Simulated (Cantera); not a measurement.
Feed: 1 mol PbO, 2.4 mol O2, 0.4 mol N2, held at 8.00 bar.

Equilibrium computed with Cantera from the NASA thermochemical tables; the gas is ideal and each condensed phase is pure. Candidate condensed phases: Pb, PbO, PbO2, Pb3O4; 12 gas species. The numbers say what is thermodynamically allowed, not how fast it happens.

Problem. At 675 °C, list the 3 most abundant gas species with their mole fractions, and the condensed phases.

Solution. O2 0.857, N2 0.143, NO 1.47e-5. Condensed: PbO(yellow).
